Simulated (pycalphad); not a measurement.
CALPHAD calculation (pycalphad, COST 507 light-alloy database (1999)), 1 atm. The data set is of 1999 and partly superseded. Diffusion is slow at the low end, where real alloys seldom reach equilibrium.

# Ti-8.5B (at.%): equilibrium cooling sequence

```csv
T (K),phases above,phases below
1850.6,LIQUID,BM + LIQUID
1814.1,BM + LIQUID,BCC_A2 + BM
1156.1,BCC_A2 + BM,BM + HCP_A3
```

Changes were sought between steps of 75 K, so a narrower field can be missed.

Database names, with the compositions (at.%) that they take in these runs: BM: Ti 50 B 50. BCC_A2 is bcc; HCP_A3 is hcp.
